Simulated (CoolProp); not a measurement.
Vapour pressure (MPa) of chlorine: the reference equation beside estimates from Tc = 143.7 °C, pc = 7.642 MPa, ω = 0.070.

Computed with CoolProp (reference Helmholtz-energy equation of state, Thol 2021).

| T (°C) | reference | Lee-Kesler | van der Waals | Redlich-Kwong | Soave-Redlich-Kwong |
|---|---|---|---|---|---|
| -64.45 | 0.02113 | 0.02248 | 0.2142 | 0.01757 | 0.02223 |
| -57.55 | 0.03149 | ? | 0.2661 | 0.02725 | 0.03285 |
| -50.65 | 0.04562 | 0.04758 | 0.3263 | 0.04084 | 0.04726 |
| -43.75 | 0.06446 | ? | 0.3955 | 0.05935 | 0.06635 |
| -36.85 | 0.08903 | 0.09160 | ? | 0.08394 | 0.09115 |
| -29.95 | 0.1205 | 0.1233 | 0.5636 | 0.1158 | 0.1228 |
| -23.05 | 0.1600 | 0.1630 | 0.6636 | 0.1564 | 0.1624 |
| -16.15 | 0.2089 | 0.2120 | 0.7751 | ? | 0.2113 |
| -9.25 | 0.2686 | 0.2717 | 0.8987 | 0.2690 | 0.2708 |

Q: What belongs in the gaps?

A: 
- -57.55, Lee-Kesler: 0.03314
- -43.75, Lee-Kesler: 0.06673
- -36.85, van der Waals: 0.4744
- -16.15, Redlich-Kwong: 0.2069

Absolute difference from the reference over all 9 rows, mean and median: Lee-Kesler 3.2 and 2.9 %, van der Waals 489.8 and 432.9 %, Redlich-Kwong 6.9 and 5.7 %, Soave-Redlich-Kwong 2.6 and 2.4 %.
